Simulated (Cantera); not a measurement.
An isothermal, constant-pressure homogeneous reactor starts with NO : N2 = 1 : 0.27 (molar parts), at 1700 K and 1.20 bar. Integrator tolerance rtol = 1e-08.

Detailed kinetics in Cantera: GRI-Mech 3.0 (53 species, 325 reactions).

**Question.** What does this change do: N2 0.27 to 0.048 parts?

**Answer.** 
```csv
quantity,before,after
x(NO) at 60.0 s,0.0487 (gas-phase equilibrium 0.00349),0.0488 (gas-phase equilibrium 0.00356)
x(N2O) at 60.0 s,1.07e-6 (gas-phase equilibrium 1.95e-7),1.06e-6 (gas-phase equilibrium 1.86e-7)
x(NO2) at 60.0 s,0.000221 (gas-phase equilibrium 1.63e-5),0.000245 (gas-phase equilibrium 1.84e-5)
x(O) at 60.0 s,2.50e-5 (gas-phase equilibrium 2.57e-5),2.76e-5 (gas-phase equilibrium 2.83e-5)
x(N2) at 60.0 s,0.582 (gas-phase equilibrium 0.605),0.498 (gas-phase equilibrium 0.521)
x(O2) at 60.0 s,0.369 (gas-phase equilibrium 0.392),0.452 (gas-phase equilibrium 0.475)
```

**Question.** What does this change do: pressure from 1.20 bar to 20.0 Torr?

**Answer.** 
```json
[
 {"quantity": "x(NO) at 60.0 s", "before": "0.0487 (gas-phase equilibrium 0.00349)", "after": "0.614 (gas-phase equilibrium 0.00349)"},
 {"quantity": "x(N2O) at 60.0 s", "before": "1.07e-6 (gas-phase equilibrium 1.95e-7)", "after": "0.000116 (gas-phase equilibrium 2.91e-8)"},
 {"quantity": "x(NO2) at 60.0 s", "before": "0.000221 (gas-phase equilibrium 1.63e-5)", "after": "0.000193 (gas-phase equilibrium 2.43e-6)"},
 {"quantity": "x(O) at 60.0 s", "before": "2.50e-5 (gas-phase equilibrium 2.57e-5)", "after": "8.91e-5 (gas-phase equilibrium 0.000172)"},
 {"quantity": "x(N2) at 60.0 s", "before": "0.582 (gas-phase equilibrium 0.605)", "after": "0.299 (gas-phase equilibrium 0.605)"},
 {"quantity": "x(O2) at 60.0 s", "before": "0.369 (gas-phase equilibrium 0.392)", "after": "0.0864 (gas-phase equilibrium 0.392)"}
]
```
Radical loss at walls, strong at low pressure, is not modelled.
